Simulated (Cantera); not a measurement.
Input (Python, Cantera) and output of one run.

```python
import numpy as np
import cantera as ct

gas_names = """
    O2 H2O
""".split()
cond_names = """
    Li(L) LiH(L) LiOH(L) Li2O(s)
""".split()


# ... load() reads the species with a 1 bar reference pressure and builds the phases ...
species = {s.name: s for s in load("nasa_gas.yaml", gas_names) + load("nasa_condensed.yaml", cond_names)}
T = 1825
g = {n: (s.thermo.h(T) - T * s.thermo.s(T)) / (ct.gas_constant * T * np.log(10)) for n, s in species.items()}
valid = cond_names  # the entries whose range holds T


def stable(la, lb):
    # potentials (over RT ln 10) of the two non-metals from log10 p(O2) and log10 p(H2O) in bar
    mu = {}
    mu["O"] = (g["O2"] + la) / 2
    mu["H"] = (g["H2O"] + lb - 1 * mu["O"]) / 2
    cost = {}
    for n in valid:
        c = species[n].composition
        cost[n] = (g[n] - sum(c.get(e, 0) * m for e, m in mu.items())) / c["Li"]
    return min(cost, key=cost.get)


results = []
for lb in [1, 0.3, -0.3, -1, -1.7, -2.3, -3, -3.7, -4.3, -5, -5.7, -6.3, -7]:
    row = [stable(la, lb) for la in [-16, -15, -14, -13, -12, -11, -10, -9, -8, -7, -6, -5, -4, -3, -2, -1, 0]]
    results.append(row)
    print(f"{lb:6.1f}  " + " ".join(f"{valid.index(n):x}" for n in row))
print("key: " + ", ".join(f"{i:x} {n}" for i, n in enumerate(valid)))
```

It prints:

```
   1.0  1 2 2 2 2 2 2 2 2 2 2 2 2 2 2 2 2
   0.3  1 3 3 3 3 3 3 3 3 3 3 3 3 3 3 3 3
  -0.3  3 3 3 3 3 3 3 3 3 3 3 3 3 3 3 3 3
  -1.0  3 3 3 3 3 3 3 3 3 3 3 3 3 3 3 3 3
  -1.7  3 3 3 3 3 3 3 3 3 3 3 3 3 3 3 3 3
  -2.3  3 3 3 3 3 3 3 3 3 3 3 3 3 3 3 3 3
  -3.0  3 3 3 3 3 3 3 3 3 3 3 3 3 3 3 3 3
  -3.7  3 3 3 3 3 3 3 3 3 3 3 3 3 3 3 3 3
  -4.3  3 3 3 3 3 3 3 3 3 3 3 3 3 3 3 3 3
  -5.0  3 3 3 3 3 3 3 3 3 3 3 3 3 3 3 3 3
  -5.7  3 3 3 3 3 3 3 3 3 3 3 3 3 3 3 3 3
  -6.3  3 3 3 3 3 3 3 3 3 3 3 3 3 3 3 3 3
  -7.0  3 3 3 3 3 3 3 3 3 3 3 3 3 3 3 3 3
key: 0 Li(L), 1 LiH(L), 2 LiOH(L), 3 Li2O(s)
```

Cantera with NASA thermochemical tables; ideal gases at 1 bar, condensed phases pure. Not in the tables: the peroxide. Part of the grid cannot be reached: there another gas would pass 10 bar, or a non-metal would condense.
